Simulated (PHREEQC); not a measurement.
Make-up at 25 °C: 0.028 mol CdBr2 per kg of water. It is in equilibrium with CO2 at log p = -3.4 (atm). Otherwise closed; pH follows from the charge balance.

The numbers come from PHREEQC with the ion-association model, wateq4f.dat.

Problem. The ionic strength comes out as 0.0411 mol/kgw. What activity coefficients do CdBr+, HCO3-, Br-, H+, Cd+2 get?

Solution. CdBr+ 0.83, HCO3- 0.84, Br- 0.83, H+ 0.86, Cd+2 0.48.

Precipitation was switched off in this run. Species that the database lacks are ignored.
